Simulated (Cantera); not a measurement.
Feed: 1 mol TiO₂, 0.42 mol CH₄, 4.4 mol H₂, equilibrated at 0.133 bar.

These are equilibrium values from Cantera (NASA tables, ideal gas, pure condensed phases), not measurements of a reactor. Candidate condensed phases: C, C₆H₆, C₇H₈, C₈H₁₈, H₂O, Ti, TiC, TiO, TiO₂, Ti₂O₃, Ti₃O₅, Ti₄O₇; 113 gas species. Mutual solubility and eutectic melting of coexisting phases are not modelled. Rates play no part.

### Question
At 1377 °C, list the 5 most abundant gas species with their mole fractions, and the condensed phases.

### Answer
H₂ 0.925, CO 0.0742, H₂O 0.000741, H 0.000239, CO₂ 1.85e-5. Condensed: Ti₂O₃(s) + Ti₃O₅(s).
